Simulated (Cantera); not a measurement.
# Adiabatic ignition

An adiabatic, constant-volume homogeneous reactor starts with 8.99 % CO, 5.22 % H₂, 3.06 % CH₄, 17.4 % O₂, 65.4 % N₂, equivalence ratio 0.76, at 1700 K and 4.10 bar.

Model: GRI-Mech 3.0 (53 species, 325 reactions), integrated in Cantera. Above 3000 K some thermodynamic fits are extrapolated.

```
t (s)     T (K)  P (bar)    x CO     x H₂   x CH₄   x CH₃    x OH      x NO  x C₂H₄
--------  -----  -------  ------  -------  ------  ------  ------  --------  ------
1.00e-5    2642     6.33  0.0613   0.0113  <1e-12  <1e-12  0.0256  0.000137  <1e-12
1.94e-5    2981     6.98  0.0466  0.00754  <1e-12  <1e-12  0.0242   0.00135  <1e-12
3.75e-5    3013     7.04  0.0445  0.00715  <1e-12  <1e-12  0.0236   0.00425  <1e-12
7.25e-5    3007     7.02  0.0444  0.00716  <1e-12  <1e-12  0.0232   0.00891  <1e-12
0.000140   2999     7.00  0.0443  0.00718  <1e-12  <1e-12  0.0226    0.0147  <1e-12
0.000271   2993     6.98  0.0443  0.00720  <1e-12  <1e-12  0.0221    0.0193  <1e-12
0.000525   2991     6.98  0.0443  0.00721  <1e-12  <1e-12  0.0219    0.0209  <1e-12
0.00102    2991     6.98  0.0443  0.00721  <1e-12  <1e-12  0.0219    0.0210  <1e-12
0.00197    2991     6.98  0.0443  0.00721  <1e-12  <1e-12  0.0219    0.0210  <1e-12
0.00381    2991     6.98  0.0443  0.00721  <1e-12  <1e-12  0.0219    0.0210  <1e-12
0.00737    2991     6.98  0.0443  0.00721  <1e-12  <1e-12  0.0219    0.0210  <1e-12
0.0143     2991     6.98  0.0443  0.00721  <1e-12  <1e-12  0.0219    0.0210  <1e-12
0.0276     2991     6.98  0.0443  0.00721  <1e-12  <1e-12  0.0219    0.0210  <1e-12
0.0534     2991     6.98  0.0443  0.00721  <1e-12  <1e-12  0.0219    0.0210  <1e-12
0.103      2991     6.98  0.0443  0.00721  <1e-12  <1e-12  0.0219    0.0210  <1e-12
0.200      2991     6.98  0.0443  0.00721  <1e-12  <1e-12  0.0219    0.0210  <1e-12
```
x: mole fraction; the columns are a selection and need not sum to one.

- time of steepest temperature rise = 6.86 µs
- temperature at 0.200 s = 2991 K
- equilibrium temperature = 2991 K
- x(CO) at 0.200 s = 0.0443 (gas-phase equilibrium 0.0443)
- x(H₂) at 0.200 s = 0.00721 (gas-phase equilibrium 0.00721)
- x(CH₄) at 0.200 s = <1e-12 (gas-phase equilibrium <1e-12)
